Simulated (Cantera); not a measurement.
Input: 1 mol CH3OH, 0.81 mol CO2, held at 0.0900 Torr.

Method: chemical equilibrium by Gibbs-energy minimisation in Cantera with the NASA 1993 tables (ideal gas, pure condensed phases). Candidate condensed phases: C, C6H6, C7H8, C8H18, H2O; 131 gas species. Ions and electrons are included (thermal ionisation). Rates play no part.

Q: At 5000 K, list the 4 most abundant gas species with their mole fractions, and the condensed phases.

A: H 0.499, O 0.273, C 0.170, CO 0.0532. Condensed: gas only.
